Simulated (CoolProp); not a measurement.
Saturation properties of methanol (Tc = 513.4 K, pc = 8.216 MPa, ω = 0.565).

Values from CoolProp's reference Helmholtz-energy equation of state, de Reuck 1993.

```tsv
T (K)	p (MPa)	liquid density (kg/m³)	enthalpy of vaporisation (kJ/kg)	liquid conductivity (mW/(m K))
348.9	0.1554	737.0	1078	190
358.2	0.2162	727.3	1058	189
367.5	0.2952	717.2	1036	187
376.8	?	706.8	1013	185
386.1	?	695.9	987.0	183
395.4	0.6823	684.5	959.2	181
404.7	0.8770	672.4	928.9	180
414	1.114	659.6	895.7	178
423.3	1.398	?	859.5	?
432.6	1.738	?	820.1	174
```

Problem. What belongs in the gaps?

Solution. 
- 376.8, p (MPa): 0.3963
- 386.1, p (MPa): 0.5238
- 423.3, liquid density (kg/m³): 646.0
- 423.3, liquid conductivity (mW/(m K)): 176
- 432.6, liquid density (kg/m³): 631.3

It boils at 337.6 K under 1 atm.

Thermal conductivity comes from a separate model (Sykioti 2013).
